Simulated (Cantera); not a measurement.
An adiabatic, constant-pressure homogeneous reactor starts with CO : H2 : CH4 : O2 : N2 = 1 : 0.27 : 0.2 : 0.609 : 2.29 (molar parts), at 1675 K and 218 Torr. Integrator tolerance rtol = 1e-08.

Computed with Cantera and GRI-Mech 3.0 (53 species, 325 reactions).

### Question
What does this change do: pressure from 218 Torr to 3750 Torr?

### Answer
```tsv
quantity	before	after
time of steepest temperature rise	0.146 ms	11.9 µs
temperature at 2.00 s	2738 K	2963 K
equilibrium temperature	2738 K	2963 K
x(CO) at 2.00 s	0.192 (gas-phase equilibrium 0.192)	0.187 (gas-phase equilibrium 0.187)
x(H2) at 2.00 s	0.0336 (gas-phase equilibrium 0.0336)	0.0309 (gas-phase equilibrium 0.0309)
x(CH4) at 2.00 s	<1e-12 (gas-phase equilibrium <1e-12)	<1e-12 (gas-phase equilibrium <1e-12)
x(CH2O) at 2.00 s	7.53e-10 (gas-phase equilibrium 7.53e-10)	1.17e-8 (gas-phase equilibrium 1.17e-8)
x(N2O) at 2.00 s	1.41e-7 (gas-phase equilibrium 1.41e-7)	5.65e-7 (gas-phase equilibrium 5.65e-7)
x(CH2CO) at 2.00 s	<1e-12 (gas-phase equilibrium <1e-12)	<1e-12 (gas-phase equilibrium <1e-12)
x(OH) at 2.00 s	0.0178 (gas-phase equilibrium 0.0178)	0.0133 (gas-phase equilibrium 0.0133)
```
